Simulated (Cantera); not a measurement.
A perfectly stirred reactor is fed with N₂O : N₂ = 1 : 0.13 (molar parts), at 0.210 bar; it is held at 1100 K, and followed from long to short residence time.

Computed with Cantera and GRI-Mech 3.0 (53 species, 325 reactions). GRI-Mech 3.0 was tuned for natural gas; its chemistry of N2O as a main component is partial and can be far from experiment. The mechanism lacks the step 2 NO + O2 → 2 NO2, which can matter for NO2 below about 1400 K. The temperature is held fixed by assumption; the heat of reaction is taken as removed at once.

| quantity | before | after |
|---|---|---|
| x(N₂O) at τ = 27.0 s | 0.550 | 0.00559 |
| x(NO₂) at τ = 27.0 s | 4.42e-5 | 0.000113 |
| x(NO) at τ = 27.0 s | 0.0153 | 0.0569 |
| x(O₂) at τ = 27.0 s | 0.108 | 0.276 |
| x(N₂) at τ = 27.0 s | 0.326 | 0.661 |
| x(N₂O) at τ = 57.0 ms | 0.884 | 0.583 |
| x(NO₂) at τ = 57.0 ms | 2.50e-8 | 6.68e-5 |
| x(NO) at τ = 57.0 ms | 5.53e-5 | 0.0460 |
| x(O₂) at τ = 57.0 ms | 0.000378 | 0.0816 |
| x(N₂) at τ = 57.0 ms | 0.116 | 0.289 |

**Question.** What was changed between the two runs?
A. temperature 1100 to 1450 K
B. temperature 1100 to 1000 K
C. pressure from 0.210 bar to 120 Torr
D. pressure from 0.210 bar to 20.0 Torr

**Answer.** A, temperature 1100 to 1450 K
